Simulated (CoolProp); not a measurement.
Aqueous sodium chloride as a coolant, at 11 °C, 1 atm.

Model: Melinder's fits for secondary coolants, in CoolProp.

```
mass %  freezing point (°C)  density (kg/m³)  cp (kJ/(kg K))  conductivity (W/(m K))  viscosity (mPa s)
------  -------------------  ---------------  --------------  ----------------------  -----------------
1.8                    -1.1             1013           4.086                   0.581               1.30
4                      -2.4             1029           3.969                   0.579               1.34
6.2                    -3.8             1045           3.865                   0.577               1.39
8.4                    -5.4             1062           3.771                   0.575               1.45
10.5                   -6.9             1077           3.690                   0.574               1.52
12.7                   -8.8             1094           3.613                   0.572               1.59
14.9                  -10.8             1111           3.543                   0.570               1.68
17.1                  -13.1             1129           3.478                   0.567               1.78
19.3                  -15.6             1146           3.418                   0.565               1.89
```
